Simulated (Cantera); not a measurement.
Input: 1 mol SiH4, 1.1 mol O2, 45 mol N2, held at 773.15 K and 0.255 Torr.

Method: chemical equilibrium by Gibbs-energy minimisation in Cantera with the NASA 1993 tables (ideal gas, pure condensed phases). Candidate condensed phases: H2O, Si, SiO2, Si2N2O, Si3N4; 35 gas species. Equilibrium is a limit: real reactors are often held back by kinetics, nucleation or transport.

Base state: N2 0.957, H2 0.0383, H2O 0.00426 (mole fractions); condensed: SiO2(α-quartz).

Question: What changes in the equilibrium state with this change: O2 from 1.1 to 0.12 mol?

Answer: 
| species | before | after |
|---|---|---|
| N2 | 0.957 | 0.957 |
| H2 | 0.0383 | 0.0431 |
| H2O | 0.00426 | <1e-9 |
| SiO2(α-quartz), mol | 1.00 | 0 |
| Si2N2O(s), mol | 0 | 0.240 |
| Si3N4(s), mol | 0 | 0.173 |
N2 is the only nitrogen source here; it is nearly inert below about 1500 K, so the nitride shown seldom forms there in practice.

Question: What changes in the equilibrium state with this change: O2 from 1.1 to 1.3 mol?

Answer: 
```csv
species,before,after
N2,0.957,0.957
H2,0.0383,0.0298
H2O,0.00426,0.0128
"SiO2(α-quartz), mol",1.00,1.00
```

Question: What changes in the equilibrium state with this change: SiH4 replaced by SiCl4?

Answer: 
```json
[
 {"species": "N2", "before": "0.957", "after": "0.955"},
 {"species": "Cl2", "before": "0", "after": "0.0424"},
 {"species": "O2", "before": "<1e-9", "after": "0.00212"},
 {"species": "H2", "before": "0.0383", "after": "0"},
 {"species": "H2O", "before": "0.00426", "after": "0"},
 {"species": "Cl", "before": "0", "after": "5.48e-5"},
 {"species": "SiO2(α-quartz), mol", "before": "1.00", "after": "1.00"}
]
```
